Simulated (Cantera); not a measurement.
Thermodynamics of silicon carbide growth, feed CH₃SiCl₃ + HCl + H₂

Feed: 1 mol CH₃SiCl₃, 0.075 mol HCl, 250 mol H₂, equilibrated at 2423.15 K.

Equilibrium computed with Cantera from the NASA thermochemical tables; the gas is ideal and each condensed phase is pure. Candidate condensed phases: C, C₆H₆, C₇H₈, C₈H₁₈, Si, SiC; 109 gas species. The feed counts by its element totals alone. The tables' values for SiCl are old estimates; treat these amounts as uncertain. Gases not in the tables: Si₂H₆ and higher silanes. The numbers say what is thermodynamically allowed, not how fast it happens.

From 1.00 mbar to 0.460 bar nothing is condensed. At 1.00 bar the condensed part is SiC(s). The main Si-bearing gas is Si throughout.

```
P (Pa)   x H₂     x H    x HCl      x Cl     x Si  x C₂H₂ (acetylene)     x SiH    x SiH₂  n SiC(s)
------  -----  ------  -------  --------  -------  ------------------  --------  --------  --------
100     0.564   0.422  0.00622   0.00331  0.00290             0.00126   2.05e-5   4.79e-7         0
220     0.674   0.311  0.00768   0.00252  0.00310             0.00142   3.55e-5   1.35e-6         0
460     0.757   0.228  0.00881   0.00189  0.00323             0.00152   5.67e-5   3.29e-6         0
1000    0.823   0.161  0.00974   0.00136  0.00330             0.00160   8.92e-5   7.95e-6         0
2200    0.872   0.112   0.0104  0.000951  0.00330             0.00166  0.000136   1.85e-5         0
4600    0.904  0.0787   0.0109  0.000674  0.00322             0.00169  0.000196   3.92e-5         0
10000   0.929  0.0541   0.0112  0.000464  0.00302             0.00170  0.000275   8.23e-5         0
22000   0.946  0.0368   0.0114  0.000315  0.00270             0.00169  0.000367  0.000165         0
46000   0.957  0.0256   0.0115  0.000218  0.00229             0.00168  0.000452  0.000295         0
100000  0.967  0.0174   0.0116  0.000149  0.00132             0.00117  0.000387  0.000374     0.318
```
x: gas mole fraction; n: condensed amount in mol.
